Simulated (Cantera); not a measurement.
Charge: 1 mol N2O, 0.15 mol H2, equilibrated at 3523.15 K and 0.100 bar.

Cantera equilibrium calculation (NASA polynomials, part measured and part estimated; ideal gas, pure solids and liquids). Candidate condensed phases: H2O; 24 gas species. Rates play no part.

Question: What is the equilibrium state?

Answer: 
```
Item           Result
----------  ---------
x(N2)           0.455
x(O)            0.339
x(H)            0.114
x(O2)          0.0420
x(NO)          0.0278
x(OH)          0.0172
x(H2)         0.00339
x(H2O)        0.00109
x(N)         0.000527
gas amount  2.133 mol
```
